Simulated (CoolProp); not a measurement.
Vapour-liquid equilibrium of CHF3 (R23) (1) + CH2F2 (R32) (2) at 0.95 °C; x and y are mole fractions of (1).

The numbers come from the multi-fluid Helmholtz-energy mixture model, Penoncello 2003 and Tillner-Roth 1997; pair parameters Bell 2016 in CoolProp.

```json
[
 {"x": "0.05", "bubble pressure (bar)": "9.159", "y at the bubble point": "…", "dew pressure at overall composition x (bar)": "8.700", "liquid density (mol/L)": "19.97"},
 {"x": "0.15", "bubble pressure (bar)": "10.74", "y at the bubble point": "0.302", "dew pressure at overall composition x (bar)": "9.411", "liquid density (mol/L)": "19.46"},
 {"x": "0.25", "bubble pressure (bar)": "12.34", "y at the bubble point": "0.445", "dew pressure at overall composition x (bar)": "10.24", "liquid density (mol/L)": "18.95"},
 {"x": "0.35", "bubble pressure (bar)": "13.97", "y at the bubble point": "0.559", "dew pressure at overall composition x (bar)": "11.22", "liquid density (mol/L)": "18.44"},
 {"x": "0.45", "bubble pressure (bar)": "…", "y at the bubble point": "0.652", "dew pressure at overall composition x (bar)": "12.40", "liquid density (mol/L)": "…"},
 {"x": "0.55", "bubble pressure (bar)": "17.30", "y at the bubble point": "0.731", "dew pressure at overall composition x (bar)": "13.83", "liquid density (mol/L)": "17.39"},
 {"x": "0.65", "bubble pressure (bar)": "19.02", "y at the bubble point": "0.800", "dew pressure at overall composition x (bar)": "…", "liquid density (mol/L)": "16.84"},
 {"x": "0.75", "bubble pressure (bar)": "20.79", "y at the bubble point": "0.862", "dew pressure at overall composition x (bar)": "17.75", "liquid density (mol/L)": "16.26"},
 {"x": "0.85", "bubble pressure (bar)": "22.63", "y at the bubble point": "0.919", "dew pressure at overall composition x (bar)": "20.44", "liquid density (mol/L)": "15.66"},
 {"x": "0.95", "bubble pressure (bar)": "24.57", "y at the bubble point": "0.973", "dew pressure at overall composition x (bar)": "…", "liquid density (mol/L)": "15.02"}
]
```

### Question
Fill in the missing entries.

### Answer

- 0.05, y at the bubble point: 0.116
- 0.45, bubble pressure (bar): 15.62
- 0.45, liquid density (mol/L): 17.92
- 0.65, dew pressure at overall composition x (bar): 15.58
- 0.95, dew pressure at overall composition x (bar): 23.73

No azeotrope shows between x = 0.05 and 0.95.

Pair parameters are fitted to limited data, so mixtures are less certain than the pure fluids.
